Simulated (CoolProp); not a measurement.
Vapour-liquid equilibrium of acetone (1) + p-xylene (2) at 0.48 MPa; x and y are mole fractions of (1).

Model: multi-fluid Helmholtz-energy mixture model, Lemmon 2006 and Zhou 2012; pair parameters Bell 2016, in CoolProp.

```tsv
x	bubble temperature, mixture model (°C)	bubble temperature, Raoult's law (°C)	y, mixture model	y, Raoult's law
0.05	191.7	194.7	0.275	0.264
0.125	173.3	179.2	0.524	0.508
0.2	160.3	167.0	0.663	0.656
0.275	150.7	157.2	0.748	0.753
0.35	143.3	149.1	0.804	0.818
0.425	137.5	142.2	0.844	0.865
0.5	132.7	136.3	0.874	0.900
0.575	128.5	131.1	0.899	0.926
0.65	124.7	126.4	0.921	0.947
0.725	121.3	122.3	0.940	0.963
0.8	118.1	118.6	0.957	0.976
0.875	115.1	115.2	0.974	0.986
0.95	112.1	112.1	0.990	0.995
```

The largest gap from Raoult's law is -6.7 K in bubble temperature, at x = 0.2. No azeotrope shows between x = 0.05 and 0.95.

The pair parameters rest on a limited set of measurements; away from them the model extrapolates.
